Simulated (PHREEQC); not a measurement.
0.078 g of hydrous ferric oxide (600 m²/g; 0.2 weak and 0.005 strong sites per Fe, Dzombak-Morel constants, diffuse double layer) in 1 kg of water with 0.01 mol/kgw of an inert sodium salt and 3.7e-07 mol BaCl2 and 1.3e-06 mol ZnCl2, at 25 °C; the pH is set by adding NaOH or the inert anion's acid. Oxygen is held at 0.21 atm. The system is closed to CO2. Precipitation was switched off in this run.

Equilibrium calculation in PHREEQC: ion-association model, wateq4f.dat.

```tsv
pH	Ba sorbed (%)	Zn sorbed (%)	surface charge σ (C/m²)	surface potential ψ (mV)
3	0.0	0.0	0.325	203
3.5	0.0	0.0	0.275	197
4	0.0	0.0	0.216	185
4.5	0.0	0.1	0.160	170
5	0.0	0.5	0.113	152
5.5	0.0	3.7	0.077	132
6	0.0	22.2	[?]	110
6.5	0.1	66.9	0.031	87
7	0.4	94.0	[?]	61
7.5	[?]	[?]	0.008	34
8	21.0	99.9	0.002	7
8.5	68.0	100.0	-0.005	-21
9	94.4	100.0	-0.013	-48
9.5	[?]	100.0	-0.023	-74
10	99.9	100.0	-0.040	[?]
10.5	100.0	100.0	-0.063	-122
11	100.0	100.0	-0.098	-142
```

**Question.** Fill in the missing entries.

**Answer.** 
- 6, surface charge σ (C/m²): 0.050
- 7, surface charge σ (C/m²): 0.018
- 7.5, Ba sorbed (%): 3.1
- 7.5, Zn sorbed (%): 99.3
- 9.5, Ba sorbed (%): 99.2
- 10, surface potential ψ (mV): -99

Species that the database lacks are ignored. The oxide is taken as insoluble; below pH 4 it would dissolve.
